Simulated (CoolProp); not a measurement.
Model: reference Helmholtz-energy equation of state, Gao 2022, in CoolProp.

Question: Give the vapour pressure (bar), liquid density (kg/m³), vapour density (kg/m³), enthalpy of vaporisation (kJ/kg) of saturated n-perfluorobutane at 241.9, 247.4, 269.4 K.

Answer: 
```json
[
 {"T (K)": "241.9", "p (bar)": "0.262", "liquid density (kg/m³)": "1700", "vapour density (kg/m³)": "3.16", "enthalpy of vaporisation (kJ/kg)": "107"},
 {"T (K)": "247.4", "p (bar)": "0.348", "liquid density (kg/m³)": "1680", "vapour density (kg/m³)": "4.12", "enthalpy of vaporisation (kJ/kg)": "105"},
 {"T (K)": "269.4", "p (bar)": "0.945", "liquid density (kg/m³)": "1600", "vapour density (kg/m³)": "10.5", "enthalpy of vaporisation (kJ/kg)": "98.2"}
]
```
